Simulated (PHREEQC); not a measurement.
Dissolve 110 mmol/kgw H2SO4, 150 mmol/kgw CaCl2 and 160 mmol/kgw CuCl2 at 55 °C. Closed to the air; pH follows from the charge balance.

Computed with PHREEQC (ion-association model, wateq4f.dat).

```json
{
 "pH": "0.99",
 "ionic_strength": "0.820 mol/kgw",
 "activity_of_water": "0.982",
 "total_alkalinity": "-220 meq/kg"
}
```

```
species  molality  activity   log γ
-------  --------  --------  ------
Cl-         0.527     0.314  -0.225
H+          0.139     0.103  -0.132
Ca+2        0.121    0.0276  -0.644
CuCl+      0.0757    0.0454  -0.221
Cu+2       0.0703    0.0142  -0.696
HSO4-      0.0635    0.0394  -0.207
CaHSO4+    0.0174    0.0131  -0.124
SO4-2      0.0124   0.00191  -0.812
CaSO4      0.0112    0.0135   0.082
CuCl2     0.00851    0.0103   0.082
CuSO4     0.00552   0.00667   0.082
```

Precipitation was switched off in this run. Saturation is exceeded, for instance for Gypsum; the values hold only as long as no solid forms. The ionic strength is past about 0.7 mol/kgw, beyond the range of this activity model, so the values are rough. Away from 25 °C the constants follow the database's enthalpies or fits; those with neither stay at their 25 °C values.
